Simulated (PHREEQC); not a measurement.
Solution A (0.037 mol CuCl2 and 0.035 mol KCl per kg of water) is mixed with solution B (0.029 mol/kgw HCl and 0.012 mol/kgw NiSO4) at 25 °C; shares are by mass of water, 1 kg in all. Oxygen alone is held at its pressure in air (log pO2 = -0.68). The system is closed to CO2. Only these solids could form: Tenorite, Brochantite, Antlerite, Atacamite, Ni(OH)2, Ni4(OH)6SO4, Chalcanthite, Morenosite.

The series has 11 steps of share of solution B, from 0 to 1.

The numbers come from PHREEQC with the ion-association model, wateq4f.dat.

### Question
Which solids form, in which order, and at which step of the series does each first stand?

### Answer
Atacamite from the start (pH 4.09), last present at share of solution B = 0.
